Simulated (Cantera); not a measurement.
A closed system holds: 1 mol C, 0.96 mol CO₂, 89 mol H₂, held at 2577 °C and 14.0 bar.

These are equilibrium values from Cantera (NASA tables, ideal gas, pure condensed phases), not measurements of a reactor. Candidate condensed phases: C, C₆H₆, C₇H₈, C₈H₁₈, H₂O; 110 gas species. Equilibrium is a limit: real reactors are often held back by kinetics, nucleation or transport.

Base state: H₂ 0.953, H 0.0254, CO 0.0208, C₂H₂ (acetylene) 0.000179, CH₄ 8.12e-5, H₂O 4.60e-5, CH₃ 3.56e-5 (mole fractions); condensed: gas only.

**Question.** What changes in the equilibrium state with this change: temperature from 2577 °C to 2727 °C?

**Answer.** 
```tsv
species	before	after
H₂	0.953	0.938
H	0.0254	0.0409
CO	0.0208	0.0206
CH₄	8.12e-5	5.43e-5
H₂O	4.60e-5	4.22e-5
```
